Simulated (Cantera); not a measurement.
Feed: 1 mol Fe₂O₃, 740 mol H₂, 5.6 mol N₂, equilibrated at 1798 K and 10.0 mbar.

These are equilibrium values from Cantera (NASA tables, ideal gas, pure condensed phases), not measurements of a reactor. Candidate condensed phases: Fe, FeO, Fe(OH)₂, Fe(OH)₃, Fe₂O₃, Fe₃O₄, H₂O; 27 gas species. Rates play no part.

Base state: H₂ 0.982, N₂ 0.00748, H₂O 0.00400, H 0.00349, Fe 0.00267 (mole fractions); condensed: gas only.

Question: What changes in the equilibrium state with this change: temperature from 1798 K to 1273.15 K?

Answer: 
```csv
species,before,after
H₂,0.982,0.988
N₂,0.00748,0.00751
H₂O,0.00400,0.00402
H,0.00349,7.11e-6
Fe,0.00267,5.00e-8
"Fe(γ), mol",0,2.00
```
